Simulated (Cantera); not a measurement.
Feed: 1 mol SiH₄, 0.25 mol HCl, 160 mol H₂, at 22.0 mbar.

Cantera equilibrium calculation (NASA polynomials, part measured and part estimated; ideal gas, pure solids and liquids). Candidate condensed phases: Si; 19 gas species. Gases not in the tables: Si₂H₆ and higher silanes. Equilibrium is a limit: real reactors are often held back by kinetics, nucleation or transport.

Question: Which condensed phases are stable at each of these points (T (K)): 1398, 1448, 1498, 1548, 1598, 1648, 1698, 1748?

Answer: 
```csv
T (K),condensed phases,Si condensed (%)
1398,Si(s),99.9
1448,Si(s),99.9
1498,Si(s),99.8
1548,Si(s),99.8
1598,Si(s),99.7
1648,Si(s),99.5
1698,Si(l),99.0
1748,Si(l),98.2
```

From 1398 K to 1648 K the condensed part is Si(s). From 1698 K to 1748 K the condensed part is Si(l).
